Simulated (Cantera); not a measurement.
# Thermodynamics of silicon epitaxy and polysilicon growth, feed Si3H8 + Cl2 + N2

Input: 1 mol Si3H8, 0.0069 mol Cl2, 94 mol N2, equilibrated at 1227 °C and 1700 Pa.

These are equilibrium values from Cantera (NASA tables, ideal gas, pure condensed phases), not measurements of a reactor. Candidate condensed phases: NH4Cl, Si, Si3N4; 28 gas species. The feed counts by its element totals alone. The numbers say what is thermodynamically allowed, not how fast it happens.

```json
{
  "x(N2)": "0.958",
  "x(H2)": "0.0416",
  "x(HCl)": "0.000144",
  "x(H)": "2.75e-5",
  "n(Si3N4(s))": "1.000 mol",
  "gas_amount": "96.01 mol",
  "log10 activity of Si(s) (absent)": "-1.69"
}
```
